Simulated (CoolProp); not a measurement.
Properties of m-xylene along the isobar 104 bar.

Model: reference Helmholtz-energy equation of state, Zhou 2012, in CoolProp.

```json
[
 {"T (K)": "293", "phase": "liquid", "isothermal compressibility (1/MPa)": "0.0007605", "viscosity (µPa s)": "671", "Prandtl number": "8.42"},
 {"T (K)": "308.2", "phase": "liquid", "isothermal compressibility (1/MPa)": "0.0008389", "viscosity (µPa s)": "564", "Prandtl number": "___"},
 {"T (K)": "323.4", "phase": "liquid", "isothermal compressibility (1/MPa)": "___", "viscosity (µPa s)": "483", "Prandtl number": "6.77"},
 {"T (K)": "338.6", "phase": "liquid", "isothermal compressibility (1/MPa)": "0.001028", "viscosity (µPa s)": "420", "Prandtl number": "6.24"},
 {"T (K)": "353.8", "phase": "liquid", "isothermal compressibility (1/MPa)": "0.001141", "viscosity (µPa s)": "___", "Prandtl number": "5.82"},
 {"T (K)": "369", "phase": "liquid", "isothermal compressibility (1/MPa)": "___", "viscosity (µPa s)": "329", "Prandtl number": "5.48"},
 {"T (K)": "384.2", "phase": "liquid", "isothermal compressibility (1/MPa)": "0.001415", "viscosity (µPa s)": "294", "Prandtl number": "5.20"},
 {"T (K)": "399.4", "phase": "liquid", "isothermal compressibility (1/MPa)": "0.001581", "viscosity (µPa s)": "265", "Prandtl number": "4.96"},
 {"T (K)": "414.5", "phase": "liquid", "isothermal compressibility (1/MPa)": "0.001770", "viscosity (µPa s)": "240", "Prandtl number": "4.75"},
 {"T (K)": "429.7", "phase": "liquid", "isothermal compressibility (1/MPa)": "___", "viscosity (µPa s)": "218", "Prandtl number": "4.56"},
 {"T (K)": "444.9", "phase": "liquid", "isothermal compressibility (1/MPa)": "0.002244", "viscosity (µPa s)": "198", "Prandtl number": "4.39"},
 {"T (K)": "460.1", "phase": "liquid", "isothermal compressibility (1/MPa)": "0.002543", "viscosity (µPa s)": "181", "Prandtl number": "4.23"}
]
```

**Question.** Fill in the missing entries.

**Answer.** 
- 308.2, Prandtl number: 7.47
- 323.4, isothermal compressibility (1/MPa): 0.0009275
- 353.8, viscosity (µPa s): 370
- 369, isothermal compressibility (1/MPa): 0.001269
- 429.7, isothermal compressibility (1/MPa): 0.001989

Viscosity comes from a separate model (Cao 2016). Thermal conductivity comes from a separate model (Mylona 2014).
